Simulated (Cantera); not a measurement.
Thermodynamics of carbon deposition, reforming and gasification, feed C2H2 + O2 + NH3

Charge: 1 mol C2H2, 1.9 mol O2, 0.00024 mol NH3, equilibrated at 0.128 Torr.

Method: chemical equilibrium by Gibbs-energy minimisation in Cantera with the NASA 1993 tables (ideal gas, pure condensed phases). Candidate condensed phases: C, C6H6, C7H8, C8H18, H2O; 136 gas species. Kinetics and transport are ignored.

| T (K) | x CO2 | x CO | x H2O | x H2 | x H | x OH | x O2 | x O | n C(graphite) |
|---|---|---|---|---|---|---|---|---|---|
| 573 | 0.609 | 0.0348 | 0.106 | 0.247 | <1e-12 | <1e-12 | <1e-12 | <1e-12 | 0.194 |
| 723 | 0.504 | 0.163 | 0.0960 | 0.237 | 3.15e-12 | <1e-12 | <1e-12 | <1e-12 | 0 |
| 873 | 0.453 | 0.214 | 0.147 | 0.186 | 1.55e-9 | <1e-12 | <1e-12 | <1e-12 | 0 |
| 1023 | 0.414 | 0.252 | 0.186 | 0.148 | 1.22e-7 | 4.03e-10 | <1e-12 | <1e-12 | 0 |
| 1173 | 0.387 | 0.279 | 0.213 | 0.121 | 3.14e-6 | 3.82e-8 | <1e-12 | 1.04e-12 | 0 |
| 1323 | 0.368 | 0.299 | 0.232 | 0.101 | 3.87e-5 | 1.28e-6 | 5.17e-10 | 4.64e-10 | 0 |
| 1473 | 0.354 | 0.312 | 0.246 | 0.0875 | 0.000287 | 2.10e-5 | 7.95e-8 | 6.03e-8 | 0 |
| 1623 | 0.344 | 0.322 | 0.255 | 0.0771 | 0.00147 | 0.000204 | 4.84e-6 | 3.21e-6 | 0 |
| 1773 | 0.336 | 0.328 | 0.260 | 0.0685 | 0.00571 | 0.00134 | 0.000148 | 8.75e-5 | 0 |
| 1923 | 0.323 | 0.333 | 0.255 | 0.0612 | 0.0179 | 0.00640 | 0.00253 | 0.00140 | 0 |
| 2073 | 0.270 | 0.352 | 0.218 | 0.0586 | 0.0488 | 0.0206 | 0.0196 | 0.0123 | 0 |
x: gas mole fraction; n: condensed amount in mol.

At 573 K the condensed part is C(graphite). From 723 K to 2073 K nothing is condensed. The main C-bearing gas is CO2 at 573 K and CO at 2073 K.
